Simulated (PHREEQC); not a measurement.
Dissolve 0.056 mol/kgw Na3PO4, 0.0011 mol/kgw NH4BF4 and 0.049 mol/kgw K2HPO4 at 49 °C. Closed to the air; pH follows from the charge balance.

All values are PHREEQC results (ion-association model, phreeqc.dat), not measurements.

| Property | Value |
|---|---|
| pH | 11.01 |
| ionic strength | 0.443 mol/kgw |
| activity of water | 0.994 |
| specific conductance | 29400 µS/cm |
| density | 1.005 g/cm³ |
| total alkalinity | 158 meq/kg |

| species | molality | activity | log γ |
|---|---|---|---|
| Na+ | 0.164 | 0.116 | -0.150 |
| K+ | 0.0959 | 0.0614 | -0.193 |
| HPO4-2 | 0.0567 | 0.0120 | -0.674 |
| PO4-3 | 0.0423 | 0.000853 | -1.696 |
| OH- | 0.00822 | 0.00518 | -0.200 |
| F- | 0.00424 | 0.00267 | -0.200 |
| NaHPO4- | 0.00394 | 0.00271 | -0.162 |
| KHPO4- | 0.00209 | 0.00144 | -0.162 |
| NH3 | 0.00109 | 0.00121 | 0.044 |
| H2BO3- | 0.00109 | 0.000787 | -0.142 |
| NaF | 0.000161 | 0.000178 | 0.044 |

No solid was allowed to form. Constants without temperature data keep their 25 °C values here. Real BF4- forms and hydrolyses slowly; the run takes it at equilibrium.
